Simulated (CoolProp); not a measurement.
Vapour-liquid equilibrium of CHF3 (R23) (1) + R143a (2) at 254.4 K; x and y are mole fractions of (1).

Computed with CoolProp (multi-fluid Helmholtz-energy mixture model, Penoncello 2003 and Lemmon and Jacobsen 2000; pair parameters Bell 2016).

```
x      bubble pressure, mixture model (kPa)  bubble pressure, Raoult's law (kPa)  y, mixture model  y, Raoult's law
-----  ------------------------------------  -----------------------------------  ----------------  ---------------
0.05                                    ___                                386.1             0.147            0.188
0.125                                   ___                                470.1             0.326            0.386
0.2                                     ___                                554.2               ___            0.524
0.275                                 601.1                                638.2             0.572            0.625
0.35                                  685.4                                722.3             0.656            0.703
0.425                                 771.5                                806.3             0.724            0.765
0.5                                     ___                                890.4             0.778            0.815
0.575                                 945.2                                974.4             0.824            0.856
0.65                                   1032                                 1058               ___            0.891
0.725                                   ___                                 1142             0.896            0.921
0.8                                    1206                                 1227             0.926            0.946
0.875                                  1295                                 1311             0.955            0.969
0.95                                   1387                                 1395             0.982            0.988
```

Problem. What belongs in the gaps?

Solution. 
- 0.05, bubble pressure, mixture model (kPa): 372.8
- 0.125, bubble pressure, mixture model (kPa): 443.2
- 0.2, bubble pressure, mixture model (kPa): 519.9
- 0.2, y, mixture model: 0.464
- 0.5, bubble pressure, mixture model (kPa): 858.3
- 0.65, y, mixture model: 0.862
- 0.725, bubble pressure, mixture model (kPa): 1119

The largest gap from Raoult's law is -6.2 % in bubble pressure, at x = 0.2. No azeotrope shows between x = 0.05 and 0.95.

Pair parameters are fitted to limited data, so mixtures are less certain than the pure fluids.
